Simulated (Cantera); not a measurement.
Diamond growth

A diamond (100) surface in a fixed gas of H2 with x(CH4) = 0.003, x(H) = 0.0011, at 1223 K, 0.0197 atm; coverages are run to steady state.

Detailed kinetics in Cantera: the Harris–Goodwin 1993 mechanism for the reconstructed diamond (100) surface.

| x(CH3) | growth (µm/h) | θ c6HH | θ c6H* | θ c6*H | θ c6** | θ c6HM |
|---|---|---|---|---|---|---|
| 1e-06 | 0.00167 | 0.451 | 0.0396 | 0.485 | 0.0250 | 4.05e-6 |
| 2.3e-06 | 0.00384 | 0.451 | 0.0396 | 0.485 | 0.0250 | 9.32e-6 |
| 5.2e-06 | 0.00869 | 0.451 | 0.0396 | 0.485 | 0.0250 | 2.11e-5 |
| 1.2e-05 | 0.0200 | 0.451 | 0.0396 | 0.485 | 0.0250 | 4.86e-5 |
| 2.7e-05 | 0.0450 | 0.451 | 0.0396 | 0.484 | 0.0249 | 0.000109 |
| 6.1e-05 | 0.101 | 0.450 | 0.0395 | 0.484 | 0.0248 | 0.000246 |
| 0.00014 | 0.229 | 0.450 | 0.0395 | 0.484 | 0.0245 | 0.000562 |
| 0.00032 | 0.511 | 0.449 | 0.0394 | 0.483 | 0.0237 | 0.00127 |
| 0.00073 | 1.10 | 0.448 | 0.0392 | 0.480 | 0.0222 | 0.00283 |
θ: site fractions in the mechanism's names (c6HH fully hydrogenated, c6H* and c6*H radical sites, c6** diradical, c6HM methylated).
